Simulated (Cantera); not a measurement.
Feed: 1 mol TEOS, 0.54 mol NO, 1.4 mol N2, equilibrated at 7400 Pa.

Equilibrium computed with Cantera from the NASA thermochemical tables; the gas is ideal and each condensed phase is pure. Candidate condensed phases: C, C6H6, C7H8, C8H18, H2O, Si, SiC, SiO2, Si2N2O, Si3N4; 151 gas species. The feed counts by its element totals alone. Mutual solubility and eutectic melting of coexisting phases are not modelled. The tables hold silica as quartz up to 1696 K and as liquid above; real silica turns to tridymite and cristobalite and melts near 1996 K. Equilibrium is a limit: real reactors are often held back by kinetics, nucleation or transport.

Which condensed phases are stable at each of these points (T (K)): 1025, 1125, 1225, 1325, 1425, 1525, 1625, 1725?


| T (K) | condensed phases | Si condensed (%) |
|---|---|---|
| 1025 | C(graphite) + SiO2(β-quartz) | 100.0 |
| 1125 | C(graphite) + SiO2(β-quartz) | 100.0 |
| 1225 | C(graphite) + SiO2(β-quartz) | 100.0 |
| 1325 | C(graphite) + SiO2(β-quartz) + Si2N2O(s) | 100.0 |
| 1425 | C(graphite) + Si2N2O(s) | 100.0 |
| 1525 | C(graphite) + Si2N2O(s) | 99.8 |
| 1625 | C(graphite) + SiC(s) | 98.6 |
| 1725 | C(graphite) + SiC(s) | 98.0 |

From 1025 K to 1225 K the condensed part is C(graphite) + SiO2(β-quartz). At 1325 K the condensed part is C(graphite) + SiO2(β-quartz) + Si2N2O(s). From 1425 K to 1525 K the condensed part is C(graphite) + Si2N2O(s). From 1625 K to 1725 K the condensed part is C(graphite) + SiC(s).
